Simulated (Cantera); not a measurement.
A freely propagating, adiabatic, planar premixed flame of H₂ : O₂ : N₂ = 1 : 0.943 : 4.15 (molar parts), unburnt at 473 K and 0.170 bar; mixture-averaged transport, grid criteria slope 0.08 and curve 0.16, no radiation.

Detailed kinetics in Cantera: the H2/O2 subset of GRI-Mech 3.0, which has no nitrogen chemistry. Burning velocities carry a grid error of a few per cent, more on coarse grids. Lean hydrogen flames are cellular in practice and burn faster than this planar one.

x: mole fraction of selected species; z is measured from the peak of heat release.

```csv
z (mm),T (K),u (m/s),x H₂,x O₂,x H,x H₂O₂,x O,x HO₂
-12.1,473,1.78,0.164,0.155,<1e-8,<1e-8,<1e-8,<1e-8
-8.05,473,1.78,0.164,0.155,<1e-8,<1e-8,<1e-8,<1e-8
-6.04,473,1.78,0.164,0.155,<1e-8,<1e-8,<1e-8,<1e-8
-4.03,473,1.78,0.163,0.155,1.88e-8,2.43e-8,1.16e-8,1.03e-6
-2.01,?,1.90,0.150,0.156,?,?,?,?
-1.01,714,2.59,0.116,0.150,0.00344,5.20e-6,0.000215,4.91e-5
0,1015,3.61,0.0581,0.124,0.0146,1.15e-6,0.00321,2.39e-5
1.01,1230,4.35,0.0188,0.0933,0.0197,1.44e-6,0.00785,1.45e-5
2.01,1343,4.73,0.00977,0.0839,0.0166,1.15e-6,0.00894,1.10e-5
4.03,1458,5.11,0.00718,0.0807,0.0105,6.94e-7,0.00760,8.44e-6
8.05,1559,5.43,0.00507,0.0793,0.00521,3.66e-7,0.00523,6.25e-6
16.1,1633,5.66,0.00288,0.0789,0.00198,1.94e-7,0.00291,4.16e-6
32.2,1678,5.80,0.00128,0.0790,0.000550,1.05e-7,0.00128,2.28e-6
```

Complete the blanks.


- -2.01, T (K): 512
- -2.01, x H: 0.000159
- -2.01, x H₂O₂: 8.77e-6
- -2.01, x O: 1.02e-5
- -2.01, x HO₂: 9.21e-5
